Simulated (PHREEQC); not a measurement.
0.17 g of hydrous ferric oxide (600 m²/g; 0.2 weak and 0.005 strong sites per Fe, Dzombak-Morel constants, diffuse double layer) in 1 kg of water with 0.01 mol/kgw of an inert sodium salt and 8.6e-05 mol/kgw NaH2PO4 and 0.00062 mol/kgw H3BO3, at 25 °C; the pH is set by adding NaOH or the inert anion's acid. Oxygen alone is held at its pressure in air (log pO2 = -0.68). The system is closed to CO2. Precipitation was switched off in this run.

Equilibrium calculation in PHREEQC: ion-association model, wateq4f.dat.

```tsv
pH	P sorbed (%)	B sorbed (%)	surface charge σ (C/m²)
4	100.0	0.0	0.142
4.5	100.0	0.0	0.103
5	100.0	0.1	0.069
5.5	100.0	0.1	0.044
6.5	99.9	0.1	0.014
7	99.6	0.1	0.006
7.5	97.8	0.1	___
8	88.7	0.1	-0.006
8.5	64.5	0.1	___
9	34.0	0.1	-0.018
9.5	11.1	0.0	___
10.5	___	0.0	-0.066
11	0.1	0.0	-0.102
11.5	0.0	0.0	-0.154
12	0.0	0.0	-0.231
```

### Question
Fill in the missing entries.

### Answer

- 7.5, surface charge σ (C/m²): 0.000
- 8.5, surface charge σ (C/m²): -0.012
- 9.5, surface charge σ (C/m²): -0.027
- 10.5, P sorbed (%): 0.4

Complexes and solids missing from the database can't appear. H3PO4, which wateq4f.dat lacks, is added to it with the constant of phreeqc.dat.
